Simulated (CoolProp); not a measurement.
Saturated liquid density (kg/m³) of acetone: the reference equation beside estimates from Tc = 508.1 K, pc = 4.692 MPa, ω = 0.307. Rackett uses Z = 0.29056 − 0.08775 ω.

Computed with CoolProp (reference Helmholtz-energy equation of state, Lemmon 2006). It is a short technical equation, of lower accuracy than the large ones.

```tsv
T (K)	reference	Rackett	van der Waals	Redlich-Kwong	Soave-Redlich-Kwong
403.1	651.3	572.4	335.1	474.6	502.7
407.5	644.5	566.5	331.7	468.4	496.5
411.9	637.6	560.5	328.1	462.0	490.0
416.4	630.4	554.2	324.4	455.3	483.2
420.8	623.2	547.9	320.7	448.6	476.4
425.2	615.7	541.5	316.9	441.7	469.3
429.7	607.9	534.7	312.9	434.5	461.8
434.1	600.1	527.9	308.8	427.2	454.2
```

Absolute difference from the reference over all 8 rows, mean and median: Rackett 12.1 and 12.1 %, van der Waals 48.5 and 48.5 %, Redlich-Kwong 27.9 and 27.9 %, Soave-Redlich-Kwong 23.5 and 23.5 %.
